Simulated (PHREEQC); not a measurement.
1.9 g of hydrous ferric oxide (600 m²/g; 0.2 weak and 0.005 strong sites per Fe, Dzombak-Morel constants, diffuse double layer) in 1 kg of water with 0.001 mol/kgw of an inert sodium salt, at 25 °C; the pH is set by adding NaOH or the inert anion's acid. O2 is buffered at 0.21 atm. CO2 from the air is kept out. Nothing may precipitate in this run.

Model: ion-association model, wateq4f.dat, run in PHREEQC.

Q: Predict surface charge σ (C/m²), surface potential ψ (mV) at pH = 4, 5.5.

A: 
```csv
pH,surface charge σ (C/m²),surface potential ψ (mV)
4,0.139,205
5.5,0.034,144
```

Species that the database lacks are ignored.
